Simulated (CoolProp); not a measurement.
Vapour-liquid equilibrium of n-octane (1) + n-dodecane (2) at 275 kPa; x and y are mole fractions of (1).

Values from CoolProp's multi-fluid Helmholtz-energy mixture model, Beckmüller 2019 and Lemmon 2004; pair parameters Bell 2016.

Q: Give the bubble temperature and the first vapour's composition at x = 0.05, 0.2, 0.95. Is there an azeotrope?

A: x = 0.05: 528.0 K, y = 0.171; x = 0.2: 505.4 K, y = 0.540; x = 0.95: 441.4 K, y = 0.994. No azeotrope shows between x = 0.05 and 0.95.

The pair parameters rest on a limited set of measurements; away from them the model extrapolates.
